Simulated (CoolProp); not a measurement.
Diethyl ether along the isobar 24.6 bar: fugacity coefficient from the reference equation and from simpler models built on Tc = 467.9 K, pc = 37.17 bar, ω = 0.282; each cubic takes its own stable root.

Values from CoolProp's reference Helmholtz-energy equation of state, Thol 2014.

| T (K) | phase | reference |
|---|---|---|
| 338.7 | liquid | 0.1110 |
| 352.6 | liquid | 0.1574 |
| 366.6 | liquid | 0.2156 |
| 380.5 | liquid | 0.2854 |
| 394.5 | liquid | 0.3677 |
| 408.5 | liquid | 0.4615 |
| 422.4 | liquid | 0.5644 |
| 436.4 | liquid | 0.6759 |
| 450.3 | gas | 0.7420 |
| 464.3 | gas | 0.7707 |
| 478.2 | gas | 0.7946 |
| 492.2 | gas | 0.8153 |
| 506.1 | gas | 0.8332 |
| 520.1 | gas | 0.8491 |
| 534 | gas | 0.8631 |
| 548 | gas | 0.8758 |

Task: How far does each simpler model (van der Waals, Redlich-Kwong, Soave-Redlich-Kwong, Peng-Robinson) lie from the reference over these 16 states: mean and median of the absolute difference, and the worst?

Result: 
- van der Waals: mean 45.3 %, median 9.5 %, worst +204.4 % at 338.7 K and 24.6 bar
- Redlich-Kwong: mean 14.9 %, median 4.8 %, worst +55.7 % at 338.7 K and 24.6 bar
- Soave-Redlich-Kwong: mean 1.5 %, median 1.4 %, worst +2.9 % at 408.5 K and 24.6 bar
- Peng-Robinson: mean 1.1 %, median 1.1 %, worst -2.0 % at 492.2 K and 24.6 bar

At some of these states van der Waals, Redlich-Kwong gives the other phase, because its saturation line lies elsewhere.
